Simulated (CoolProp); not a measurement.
Model: reference Helmholtz-energy equation of state, Gao 2016, in CoolProp.

### Question
For sulfur dioxide, give the phase and the density (kg/m³), cp (kJ/(kg K)), cv (kJ/(kg K)), speed of sound (m/s) at 348.2 K and 10.5 MPa.

### Answer
- 348.2 K and 10.5 MPa: liquid; density 1250, cp 1.45, cv 0.794, speed of sound 731
